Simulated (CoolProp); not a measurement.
Model: reference Helmholtz-energy equation of state, Lemmon 2006, in CoolProp. It is a short technical equation, of lower accuracy than the large ones.

Q: Give the vapour pressure (MPa), liquid density (kg/m³), enthalpy of vaporisation (kJ/kg), liquid cp (kJ/(kg K)) of saturated carbonyl sulfide at 310.5 K.

A: 
| T (K) | p (MPa) | liquid density (kg/m³) | enthalpy of vaporisation (kJ/kg) | liquid cp (kJ/(kg K)) |
|---|---|---|---|---|
| 310.5 | 1.72 | 953 | 230 | 1.44 |
